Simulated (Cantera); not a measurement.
Silicon nitride deposition: trisilylamine + N₂ + H₂

A closed system holds: 1 mol trisilylamine, 15 mol N₂, 0.56 mol H₂, at 875 K and 37.0 Pa.

These are equilibrium values from Cantera (NASA tables, ideal gas, pure condensed phases), not measurements of a reactor. Candidate condensed phases: Si, Si₃N₄; 18 gas species. The feed counts by its element totals alone. Equilibrium is a limit: real reactors are often held back by kinetics, nucleation or transport.

| Property | Value |
|---|---|
| x(N₂) | 0.727 |
| x(H₂) | 0.273 |
| n(Si₃N₄(s)) | 1.00 mol |
| gas amount | 18.56 mol |
| log10 activity of Si(s) (absent) | -6.67 |
